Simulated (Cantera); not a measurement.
A Cantera script and what it prints.

```python
import numpy as np
import cantera as ct

gas_names = """
    F FO FO2 F2 F2O N NF NF2 NF3 NO NO2 NO3 N2 N2O O O2 O3 Si SiF SiF2 SiF3 SiF4 SiN SiO SiO2 Si2 Si2N
    Si3
""".split()
cond_names = """
    Si(cr) Si(L) SiO2(Lqz) SiO2(hqz) SiO2(L) Si2N2O(s) Si3N4(a)
""".split()


def load(file, names, dense=False):
    # The tables refer to 1 bar. Condensed volumes are neglected.
    table = {s.name: s for s in ct.Species.list_from_file(file)}
    out = []
    for n in names:
        d = dict(table[n].input_data)
        d["thermo"] = dict(d["thermo"], **{"reference-pressure": 1e5})
        if dense:
            d["equation-of-state"] = {"model": "constant-volume", "density": "1e6 g/cm^3"}
        out.append(ct.Species.from_dict(d))
    return out


gas = ct.Solution(thermo="ideal-gas", species=load("nasa_gas.yaml", gas_names))
cond = {s.name: ct.Solution(thermo="fixed-stoichiometry", species=[s], name=s.name)
        for s in load("nasa_condensed.yaml", cond_names, dense=True)}
atoms = {
    'SiF4': {'Si': 1, 'F': 4},
    'NO': {'N': 1, 'O': 1},
    'N2': {'N': 2},
}
top_T = {'Si2N2O(s)': 2100, 'Si3N4(a)': 2400}  # K; cautious upper limits of use, not melting points


def equilibrate(T, P, feed):
    n = {}
    for name, mol in feed.items():
        for a, k in atoms[name].items():
            n[a] = n.get(a, 0.0) + k * mol
    gas.TPX = T, P, n
    mass = sum(n.values()) * gas.mean_molecular_weight
    gas.equilibrate("TP")
    valid = [c for c in cond.values() if c.min_temp <= T <= top_T.get(c.name, c.max_temp)]
    mix = ct.Mixture([(gas, mass / gas.mean_molecular_weight)] + [(c, 0.0) for c in valid])
    mix.T, mix.P = T, P
    mix.equilibrate("TP", solver="vcs", rtol=1e-11, max_steps=5000)
    return mix


results = []
feed = {'SiF4': 1, 'NO': 18, 'N2': 43}  # mol
P = 133.322  # Pa
for T in [725, 925, 1125, 1325, 1525, 1725, 1925]:
    mix = equilibrate(T, P, feed)
    results.append((T, P, feed, dict(zip(mix.species_names, mix.species_moles))))

top = {s: max(r[3][s] / sum(r[3][g] for g in gas_names) for r in results) for s in gas_names}
cols = sorted((s for s in top if top[s] > 1e-06), key=lambda s: -top[s])[:5]
seen = [c for c in cond_names if any(r[3].get(c, 0) > 1e-12 for r in results)]
print("log10 of partial pressures in bar; condensed amounts in mol")
print(f"{'T/K':>10s}" + "".join(f"{s[:9]:>10s}" for s in cols + seen))
for T, P, feed, n in results:
    ng = sum(n[g] for g in gas_names)
    print(f"{T:10.4g}" + "".join(f"{np.log10(max(n[s] / ng * P / 1e5, 1e-99)):10.3f}" for s in cols)
          + "".join(f"{n.get(c, 0):10.4g}" for c in seen))
```

Output:

```
log10 of partial pressures in bar; condensed amounts in mol
       T/K        N2        O2      SiF4        NO         O SiO2(hqz)   SiO2(L)
       725    -2.951    -3.713    -4.667    -9.257   -16.655         0         0
       925    -2.951    -3.713    -4.667    -7.834   -12.730  1.72e-10         0
      1125    -2.952    -3.713    -4.667    -6.916   -10.193 6.142e-08         0
      1325    -2.952    -3.714    -4.667    -6.275    -8.417  4.01e-06         0
      1525    -2.952    -3.715    -4.668    -5.803    -7.104 8.326e-05         0
      1725    -2.952    -3.718    -4.668    -5.441    -6.095         0 0.0006973
      1925    -2.954    -3.728    -4.676    -5.159    -5.298         0         0
```

These are equilibrium values from Cantera (NASA tables, ideal gas, pure condensed phases), not measurements of a reactor. The tables' values for SiF3, SiO2 are old estimates; treat these amounts as uncertain. The tables hold silica as quartz up to 1696 K and as liquid above; real silica turns to tridymite and cristobalite and melts near 1996 K.
